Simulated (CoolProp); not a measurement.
Vapour-liquid equilibrium of n-decane (1) + n-dodecane (2) at 0.065 MPa; x and y are mole fractions of (1).

The numbers come from the multi-fluid Helmholtz-energy mixture model, Lemmon 2006 and Lemmon 2004; pair parameters Bell 2016 in CoolProp.

```json
[
 {"x": "0.05", "bubble temperature (K)": "468.6", "y at the bubble point": "0.119", "dew temperature at overall composition x (K)": "470.4", "liquid density (mol/L)": "3.620"},
 {"x": "0.125", "bubble temperature (K)": "464.2", "y at the bubble point": "0.275", "dew temperature at overall composition x (K)": "468.4", "liquid density (mol/L)": "3.677"},
 {"x": "0.2", "bubble temperature (K)": "460.1", "y at the bubble point": "0.405", "dew temperature at overall composition x (K)": "466.4", "liquid density (mol/L)": "3.734"},
 {"x": "0.275", "bubble temperature (K)": "456.3", "y at the bubble point": "0.514", "dew temperature at overall composition x (K)": "464.2", "liquid density (mol/L)": "3.791"},
 {"x": "0.35", "bubble temperature (K)": "452.7", "y at the bubble point": "0.606", "dew temperature at overall composition x (K)": "461.9", "liquid density (mol/L)": "3.848"},
 {"x": "0.425", "bubble temperature (K)": "449.4", "y at the bubble point": "0.683", "dew temperature at overall composition x (K)": "459.4", "liquid density (mol/L)": "3.904"},
 {"x": "0.5", "bubble temperature (K)": "[?]", "y at the bubble point": "0.747", "dew temperature at overall composition x (K)": "456.8", "liquid density (mol/L)": "3.961"},
 {"x": "0.575", "bubble temperature (K)": "443.5", "y at the bubble point": "0.802", "dew temperature at overall composition x (K)": "453.9", "liquid density (mol/L)": "[?]"},
 {"x": "0.65", "bubble temperature (K)": "440.8", "y at the bubble point": "0.849", "dew temperature at overall composition x (K)": "450.8", "liquid density (mol/L)": "[?]"},
 {"x": "0.725", "bubble temperature (K)": "438.4", "y at the bubble point": "0.889", "dew temperature at overall composition x (K)": "447.4", "liquid density (mol/L)": "4.132"},
 {"x": "0.8", "bubble temperature (K)": "436.1", "y at the bubble point": "0.925", "dew temperature at overall composition x (K)": "443.6", "liquid density (mol/L)": "4.190"},
 {"x": "0.875", "bubble temperature (K)": "433.9", "y at the bubble point": "0.956", "dew temperature at overall composition x (K)": "439.3", "liquid density (mol/L)": "4.249"},
 {"x": "0.95", "bubble temperature (K)": "431.9", "y at the bubble point": "0.983", "dew temperature at overall composition x (K)": "434.3", "liquid density (mol/L)": "4.309"}
]
```

Problem. Some entries are withheld; supply them.

Solution. 
- 0.5, bubble temperature (K): 446.3
- 0.575, liquid density (mol/L): 4.018
- 0.65, liquid density (mol/L): 4.075

No azeotrope shows between x = 0.05 and 0.95.

Pair parameters are fitted to limited data, so mixtures are less certain than the pure fluids.
